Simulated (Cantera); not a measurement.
**Thermodynamics of silicon nitride deposition, feed Si2Cl6 + N2**

Charge: 1 mol Si2Cl6, a varied amount of N2, at 7.50 Torr.

Cantera equilibrium calculation (NASA polynomials, part measured and part estimated; ideal gas, pure solids and liquids). Candidate condensed phases: Si, Si3N4; 13 gas species. The feed counts by its element totals alone. N2 is the only nitrogen source here; it is nearly inert below about 1500 K, so the nitride shown seldom forms there in practice. Mutual solubility and eutectic melting of coexisting phases are not modelled. The tables' values for SiCl3 are old estimates. Kinetics and transport are ignored.

Question: Map the stable condensed phases over T = 1023, 1123, 1223, 1323, 1423, 1523, 1623, 1723, 1823, 1923, 2023, 2123 K and n(N2) in mol = 0.23, 0.32, 0.44, 0.61, 0.85, 1.2, 1.6, 2.3, 3.2, 4.4, 6.1.

Answer: 
```
T in K \ n(N2) in mol
         0.23 0.32 0.44 0.61 0.85  1.2  1.6  2.3  3.2  4.4  6.1
   2123     A    A    A    A    A    A    A    A    A    A    A
   2023     A    A    A    A    A    A    A    A    A    A    A
   1923     A    A    A    A    A    A    A    A    A    A    A
   1823     A    A    A    A    A    A    A    A    A    A    A
   1723     A    A    A    A    A    A    A    A    A    A    A
   1623     A    A    A    A    A    A    A    A    A    A    A
   1523     A    A    A    A    A    A    A    A    A    A    A
   1423     B    B    B    B    B    B    B    B    B    B    B
   1323     B    B    B    B    B    B    B    B    B    B    B
   1223     B    B    B    B    B    B    B    B    B    B    B
   1123     C    B    B    B    B    B    B    B    B    B    B
   1023     C    C    B    B    B    B    B    B    B    B    B
```
A: gas only; B: Si3N4; C: Si + Si3N4.
